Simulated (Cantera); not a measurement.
An isothermal, constant-pressure homogeneous reactor starts with 0.990 % C₃H₈, 99.0 % H₂, at 1150 K and 0.240 bar.

Detailed kinetics in Cantera: GRI-Mech 3.0 (53 species, 325 reactions). GRI-Mech 3.0 was tuned for natural gas; its chemistry of propane as a main component is partial and can be far from experiment. GRI-Mech 3.0 stops at C3 and has no aromatics, soot or wall deposition, so with more carbon than oxygen in the feed, carbon stays in small species such as C2H2 where larger ones or solid carbon would form.

x: mole fraction; the columns are a selection and need not sum to one.

```json
[
 {"t (s)": "1.00e-6", "x C₃H₈": "0.00990", "x H₂": "0.990", "x C₂H₆": "1.02e-10", "x C₂H₂": "<1e-12", "x CH₃": "9.99e-9", "x H": "5.86e-10"},
 {"t (s)": "6.00e-6", "x C₃H₈": "0.00990", "x H₂": "0.990", "x C₂H₆": "3.39e-9", "x C₂H₂": "<1e-12", "x CH₃": "5.30e-8", "x H": "1.64e-8"},
 {"t (s)": "3.59e-5", "x C₃H₈": "0.00990", "x H₂": "0.990", "x C₂H₆": "7.99e-8", "x C₂H₂": "<1e-12", "x CH₃": "3.23e-7", "x H": "2.32e-7"},
 {"t (s)": "0.000215", "x C₃H₈": "0.00988", "x H₂": "0.990", "x C₂H₆": "8.07e-7", "x C₂H₂": "9.46e-11", "x CH₃": "2.40e-6", "x H": "1.70e-6"},
 {"t (s)": "0.00129", "x C₃H₈": "0.00928", "x H₂": "0.989", "x C₂H₆": "6.19e-6", "x C₂H₂": "1.10e-7", "x CH₃": "1.20e-5", "x H": "8.90e-6"},
 {"t (s)": "0.00775", "x C₃H₈": "___", "x H₂": "0.984", "x C₂H₆": "___", "x C₂H₂": "___", "x CH₃": "___", "x H": "___"},
 {"t (s)": "0.0464", "x C₃H₈": "___", "x H₂": "0.980", "x C₂H₆": "___", "x C₂H₂": "___", "x CH₃": "___", "x H": "___"},
 {"t (s)": "0.278", "x C₃H₈": "2.52e-7", "x H₂": "0.980", "x C₂H₆": "0.000523", "x C₂H₂": "0.000428", "x CH₃": "5.97e-7", "x H": "2.76e-6"},
 {"t (s)": "1.67", "x C₃H₈": "1.26e-7", "x H₂": "0.979", "x C₂H₆": "0.000431", "x C₂H₂": "0.000963", "x CH₃": "6.40e-7", "x H": "2.50e-6"},
 {"t (s)": "10.0", "x C₃H₈": "8.35e-8", "x H₂": "0.976", "x C₂H₆": "0.000261", "x C₂H₂": "0.000699", "x CH₃": "6.88e-7", "x H": "1.83e-6"},
 {"t (s)": "60.0", "x C₃H₈": "1.73e-8", "x H₂": "0.972", "x C₂H₆": "7.40e-5", "x C₂H₂": "0.000195", "x CH₃": "4.71e-7", "x H": "9.14e-7"}
]
```

Task: Complete the blanks.

Result: 
- 0.00775, x C₃H₈: 0.00390
- 0.00775, x C₂H₆: 9.10e-5
- 0.00775, x C₂H₂: 1.80e-5
- 0.00775, x CH₃: 9.51e-6
- 0.00775, x H: 1.36e-5
- 0.0464, x C₃H₈: 0.000154
- 0.0464, x C₂H₆: 0.000398
- 0.0464, x C₂H₂: 0.000159
- 0.0464, x CH₃: 1.13e-6
- 0.0464, x H: 4.88e-6
